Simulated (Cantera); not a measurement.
A Cantera script and what it prints.

```python
import numpy as np
import cantera as ct

gas_names = """
    C CO CO2 C2 C2O C3 C3O2 C4 C5 Fe FeC5O5 FeO O O2 O3
""".split()
cond_names = """
    C(gr) Fe(a) Fe(c) Fe(d) Fe(L) FeC5O5(L) FeO(s) FeO(L) Fe2O3(s) Fe3O4(s)
""".split()


def load(file, names, dense=False):
    # The tables refer to 1 bar. Condensed volumes are neglected.
    table = {s.name: s for s in ct.Species.list_from_file(file)}
    out = []
    for n in names:
        d = dict(table[n].input_data)
        d["thermo"] = dict(d["thermo"], **{"reference-pressure": 1e5})
        if dense:
            d["equation-of-state"] = {"model": "constant-volume", "density": "1e6 g/cm^3"}
        out.append(ct.Species.from_dict(d))
    return out


gas = ct.Solution(thermo="ideal-gas", species=load("nasa_gas.yaml", gas_names))
cond = {s.name: ct.Solution(thermo="fixed-stoichiometry", species=[s], name=s.name)
        for s in load("nasa_condensed.yaml", cond_names, dense=True)}
atoms = {
    'Fe3O4': {'Fe': 3, 'O': 4},
    'C': {'C': 1},
    'CO': {'C': 1, 'O': 1},
}
top_T = {'C(gr)': 4500, 'Fe2O3(s)': 1830, 'Fe3O4(s)': 1870}  # K; cautious upper limits of use, not melting points


def equilibrate(T, P, feed):
    n = {}
    for name, mol in feed.items():
        for a, k in atoms[name].items():
            n[a] = n.get(a, 0.0) + k * mol
    gas.TPX = T, P, n
    mass = sum(n.values()) * gas.mean_molecular_weight
    gas.equilibrate("TP")
    valid = [c for c in cond.values() if c.min_temp <= T <= top_T.get(c.name, c.max_temp)]
    mix = ct.Mixture([(gas, mass / gas.mean_molecular_weight)] + [(c, 0.0) for c in valid])
    mix.T, mix.P = T, P
    mix.equilibrate("TP", solver="vcs", rtol=1e-11, max_steps=5000)
    return mix


results = []
feed = {'Fe3O4': 1, 'C': 1, 'CO': 0.03}  # mol
P = 10000  # Pa
for T in [1348, 1448, 1548, 1648, 1748, 1848, 1948, 2048, 2148, 2248, 2348, 2448, 2548]:
    mix = equilibrate(T, P, feed)
    results.append((T, P, feed, dict(zip(mix.species_names, mix.species_moles))))

top = {s: max(r[3][s] / sum(r[3][g] for g in gas_names) for r in results) for s in gas_names}
cols = sorted((s for s in top if top[s] > 0.0001), key=lambda s: -top[s])[:7]
seen = [c for c in cond_names if any(r[3].get(c, 0) > 1e-12 for r in results)]
print("log10 of partial pressures in bar; condensed amounts in mol")
print(f"{'T/K':>10s}" + "".join(f"{s[:9]:>10s}" for s in cols + seen))
for T, P, feed, n in results:
    ng = sum(n[g] for g in gas_names)
    print(f"{T:10.4g}" + "".join(f"{np.log10(max(n[s] / ng * P / 1e5, 1e-99)):10.3f}" for s in cols)
          + "".join(f"{n.get(c, 0):10.4g}" for c in seen))
```

Output:

```
log10 of partial pressures in bar; condensed amounts in mol
       T/K        CO        Fe       CO2       FeO         O        O2     Fe(c)     Fe(d)     Fe(L)    FeO(s)    FeO(L)
      1348    -1.072    -8.390    -1.818   -11.560   -13.549   -14.318    0.1566         0         0     2.843         0
      1448    -1.067    -7.322    -1.844   -10.223   -12.148   -12.875    0.1476         0         0     2.852         0
      1548    -1.063    -6.395    -1.867    -9.066   -10.929   -11.623    0.1398         0         0      2.86         0
      1648    -1.060    -5.584    -1.889    -8.054    -9.860   -10.526     0.133         0         0     2.867         0
      1748    -1.052    -4.869    -1.945    -7.206    -8.955    -9.641         0    0.1168         0         0     2.883
      1848    -1.047    -4.244    -1.990    -6.456    -8.142    -8.838         0         0     0.105         0     2.894
      1948    -1.045    -3.699    -2.019    -5.787    -7.399    -8.094         0         0   0.09672         0     2.901
      2048    -1.044    -3.210    -2.047    -5.187    -6.730    -7.423         0         0   0.08667         0     2.907
      2148    -1.046    -2.769    -2.075    -4.646    -6.123    -6.816         0         0   0.07035         0     2.912
      2248    -1.056    -2.370    -2.108    -4.157    -5.570    -6.263         0         0   0.03807         0     2.915
      2348    -1.080    -2.080    -2.080    -3.713    -4.992    -5.613         0         0         0         0     2.904
      2448    -1.116    -1.940    -1.943    -3.307    -4.336    -4.766         0         0         0         0      2.86
      2548    -1.164    -1.817    -1.829    -2.936    -3.727    -3.979         0         0         0         0     2.797
```

Method: chemical equilibrium by Gibbs-energy minimisation in Cantera with the NASA 1993 tables (ideal gas, pure condensed phases). Each liquid is taken as pure. Mutual solubility and eutectic melting of coexisting phases are not modelled. The tables' stoichiometric FeO is somewhat more stable than real wüstite, so its field is too wide. FeO: taken at fixed stoichiometry.
